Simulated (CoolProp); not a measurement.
Vapour-liquid equilibrium of n-octane (1) + o-xylene (2) at 982 kPa; x and y are mole fractions of (1).

Values from CoolProp's multi-fluid Helmholtz-energy mixture model, Beckmüller 2019 and Zhou 2012; pair parameters Bell 2016.

```json
[
 {"x": "0.05", "bubble temperature, mixture model (K)": "528.3", "bubble temperature, Raoult's law (K)": "528.5", "y, mixture model": "0.067", "y, Raoult's law": "0.071"},
 {"x": "0.2", "bubble temperature, mixture model (K)": "523.9", "bubble temperature, Raoult's law (K)": "524.4", "y, mixture model": "0.253", "y, Raoult's law": "0.267"},
 {"x": "0.35", "bubble temperature, mixture model (K)": "519.9", "bubble temperature, Raoult's law (K)": "520.5", "y, mixture model": "0.417", "y, Raoult's law": "0.440"},
 {"x": "0.5", "bubble temperature, mixture model (K)": "516.3", "bubble temperature, Raoult's law (K)": "516.9", "y, mixture model": "0.567", "y, Raoult's law": "0.594"},
 {"x": "0.65", "bubble temperature, mixture model (K)": "513.0", "bubble temperature, Raoult's law (K)": "513.4", "y, mixture model": "0.706", "y, Raoult's law": "0.732"},
 {"x": "0.8", "bubble temperature, mixture model (K)": "509.9", "bubble temperature, Raoult's law (K)": "510.2", "y, mixture model": "0.836", "y, Raoult's law": "0.855"},
 {"x": "0.95", "bubble temperature, mixture model (K)": "507.0", "bubble temperature, Raoult's law (K)": "507.1", "y, mixture model": "0.960", "y, Raoult's law": "0.966"}
]
```

The largest gap from Raoult's law is -0.6 K in bubble temperature, at x = 0.35. No azeotrope shows between x = 0.05 and 0.95.

The pair parameters rest on a limited set of measurements; away from them the model extrapolates.
